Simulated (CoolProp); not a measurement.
Saturation properties of cyclopropane.

Values from CoolProp's reference Helmholtz-energy equation of state, Polt 1992. This equation is an older, rougher fit; its heat capacities, sound speeds and derivatives of the liquid may be far off and weren't checked against measurements.

```csv
T (K),p (kPa),liquid density (kg/m³),vapour density (kg/m³),enthalpy of vaporisation (kJ/kg),surface tension (mN/m)
285.7,509.6,637.9,10.07,421.7,13.0
289.3,566.2,632.6,11.14,416.1,12.4
293,628.9,627.0,12.33,410.4,11.9
296.6,694.8,621.5,13.58,404.9,11.3
300.3,767.5,615.7,14.97,399.2,10.8
303.9,843.6,610.0,16.42,393.7,10.3
307.6,927.3,604.0,18.03,387.8,9.75
311.2,1015,598.1,19.72,382.0,9.24
314.9,1110,591.9,21.58,375.9,8.73
318.5,1210,585.8,23.53,369.8,8.24
322.2,1318,579.3,?,363.4,7.74
325.8,1431,572.9,27.96,356.9,7.26
329.5,1554,566.1,30.46,350.0,6.78
333.2,1684,?,33.16,342.8,6.30
336.8,1818,?,35.99,335.5,5.85
```

Q: Some entries are withheld; supply them.

A: 
- 322.2, vapour density (kg/m³): 25.69
- 333.2, liquid density (kg/m³): 559.1
- 336.8, liquid density (kg/m³): 552.1

Surface tension comes from a separate correlation (Mulero 2014).
